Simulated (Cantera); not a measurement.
# NiS + H2 (hydrogen reduction and annealing atmospheres)

Input: 1 mol NiS, 1.3 mol H2, equilibrated at 775 °C and 1.40 bar.

Equilibrium computed with Cantera from the NASA thermochemical tables; the gas is ideal and each condensed phase is pure. Candidate condensed phases: Ni, NiS, NiS2, Ni3S2, Ni3S4, S; 9 gas species. Equilibrium is a limit: real reactors are often held back by kinetics, nucleation or transport.

```
Quantity                               Result
----------------------------------  ---------
x(H2)                                   0.744
x(H2S)                                  0.256
x(S2)                                 1.24e-5
x(SH)                                 3.75e-6
n(Ni3S2(s))                         0.333 mol
gas amount                          1.300 mol
log10 activity of NiS(s) (absent)       -0.50
log10 activity of Ni(s) (absent)        -1.27
log10 activity of NiS2(s) (absent)      -2.52
```
